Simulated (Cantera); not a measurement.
A Cantera script and its output.

```python
import numpy as np
import cantera as ct

surf = ct.Interface("ptcombust.yaml", "Pt_surf")
gas = surf.adjacent["gas"]
gas.TPX = 650, 100000, {'H2': 0.014, 'O2': 0.1, 'N2': 0.79}
surf.TP = 650, 100000
reactor = ct.FlowReactor(gas, clone=False)
reactor.area = 0.0001  # m2
reactor.surface_area_to_volume_ratio = 3600  # 1/m
reactor.mass_flow_rate = 0.46 * reactor.area * gas.density  # inlet velocity 0.46 m/s
reactor.energy_enabled = False
wall = ct.ReactorSurface(surf, reactor, clone=False)
net = ct.ReactorNet([reactor])
net.rtol, net.atol = 1e-8, 1e-16
show, cover = ['H2', 'O2', 'H2O'], ['PT(S)', 'H(S)', 'O(S)', 'OH(S)', 'CO(S)', 'C(S)']

rows = []
print(f"{'z/m':>9s}{'u/(m/s)':>9s}" + "".join(f"{s:>13s}" for s in show + cover))
for z in [3.5e-05, 7.5e-05, 0.00016, 0.00035, 0.00075, 0.0016, 0.0035]:
    net.advance(z)
    rows.append([reactor.speed, *gas[show].X, *surf[cover].coverages])
    print(f"{z:9.4g}{rows[-1][0]:9.3g}" + "".join(f"{x:13.4e}" for x in rows[-1][1:]))
```

Result:

```
      z/m  u/(m/s)           H2           O2          H2O        PT(S)         H(S)         O(S)        OH(S)        CO(S)         C(S)
  3.5e-05    0.458   5.0154e-03   1.0593e-01   1.0553e-02   8.1462e-02   2.1188e-08   9.0991e-01   8.6066e-03   3.1256e-26   3.0625e-30
  7.5e-05    0.457   2.7980e-03   1.0493e-01   1.2788e-02   4.5943e-02   7.1327e-09   9.4711e-01   6.9312e-03   4.0576e-25   1.6322e-28
  0.00016    0.457   1.4334e-03   1.0432e-01   1.4163e-02   2.3852e-02   2.1363e-09   9.7094e-01   5.2052e-03   2.8660e-26   3.4421e-31
  0.00035    0.457   6.7649e-04   1.0398e-01   1.4926e-02   1.1725e-02   5.9549e-10   9.8454e-01   3.7327e-03   6.4366e-27   9.0974e-30
  0.00075    0.457   3.0449e-04   1.0382e-01   1.5301e-02   6.1584e-03   1.8581e-10   9.9111e-01   2.7347e-03   1.1475e-26  -7.1449e-31
   0.0016    0.456   1.1648e-04   1.0373e-01   1.5490e-02   3.8058e-03   7.3733e-11   9.9403e-01   2.1611e-03  -2.3112e-27  -9.6005e-31
   0.0035    0.456   2.6367e-05   1.0369e-01   1.5581e-02   2.9192e-03   4.1747e-11   9.9518e-01   1.8972e-03   1.6208e-29  -8.5930e-33
```

Model: Deutschmann's 1995 Pt surface mechanism with GRI-Mech 3.0 gas chemistry, integrated in Cantera. Catalytic surfaces can have several steady states; this one follows from the mechanism file's or the stated starting coverage. Mass transfer to the wall is taken as infinitely fast.
